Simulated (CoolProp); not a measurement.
Vapour-liquid equilibrium of acetone (1) + ethanol (2) at -7.55 °C; x and y are mole fractions of (1).

Values from CoolProp's multi-fluid Helmholtz-energy mixture model, Lemmon 2006 and Schroeder 2014; pair parameters Bell 2016.

Q: Give the bubble pressure and the first vapour's composition at x = 0.2, 0.725, 0.875. Is there an azeotrope?

A: x = 0.2: 2.952 kPa, y = 0.739; x = 0.725: 5.160 kPa, y = 0.920; x = 0.875: 5.677 kPa, y = 0.960. No azeotrope shows between x = 0.05 and 0.95.

The pair parameters rest on a limited set of measurements; away from them the model extrapolates.
